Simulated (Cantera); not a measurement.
Gas-phase reforming

A perfectly stirred reactor is fed with 9.52 % CH4, 32.4 % CO2, 58.1 % H2, at 1.01 bar; it is held at 1750 K, and followed from long to short residence time.

Cantera simulation using GRI-Mech 3.0 (53 species, 325 reactions); the numbers are that mechanism's predictions, not measurements.

```
τ (s)      x CH4   x CO2   x H2    x C2H4    x HCO    x CO
-------  -------  ------  -----  --------  -------  ------
7.5      0.00409  0.0316  0.476   2.33e-5  3.52e-8   0.317
1.7      0.00896  0.0352  0.460   9.58e-5  3.37e-8   0.307
0.37      0.0174  0.0444  0.432  0.000243  3.07e-8   0.283
0.083     0.0313  0.0674  0.413  0.000386  2.71e-8   0.248
0.018     0.0555   0.132  0.437  0.000492  2.30e-8   0.182
0.0041    0.0802   0.233  0.507  0.000527  1.78e-8  0.0874
0.00091   0.0914   0.298  0.559  0.000399  1.33e-8  0.0252
```
x: mole fraction; the columns are a selection and need not sum to one.
